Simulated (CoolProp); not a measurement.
Vapour-liquid equilibrium of n-hexane (1) + o-xylene (2) at 180.45 °C; x and y are mole fractions of (1).

Values from CoolProp's multi-fluid Helmholtz-energy mixture model, Thol 2019 and Zhou 2012; pair parameters Bell 2016.

```tsv
x	bubble pressure, mixture model (kPa)	bubble pressure, Raoult's law (kPa)	y, mixture model	y, Raoult's law
0.05	296.9	294.8	0.212	0.222
0.125	378.9	375.0	0.413	0.437
0.2	459.0	455.3	0.542	0.576
0.275	537.5	535.5	0.633	0.673
0.35	614.5	615.8	0.701	0.745
0.425	690.6	696.1	0.755	0.801
0.5	766.1	776.3	0.799	0.845
0.575	841.7	856.6	0.837	0.880
0.65	918.0	936.8	0.870	0.910
0.725	995.8	1017	0.900	0.935
0.8	1076	1097	0.928	0.956
0.875	1160	1178	0.955	0.974
0.95	1249	1258	0.982	0.990
```

The largest gap from Raoult's law is -2.1 % in bubble pressure, at x = 0.725. No azeotrope shows between x = 0.05 and 0.95.

Pair parameters are fitted to limited data, so mixtures are less certain than the pure fluids. The gap from Raoult's law changes sign with composition, which may be real or a fault of the pair parameters; it wasn't checked against measurements.
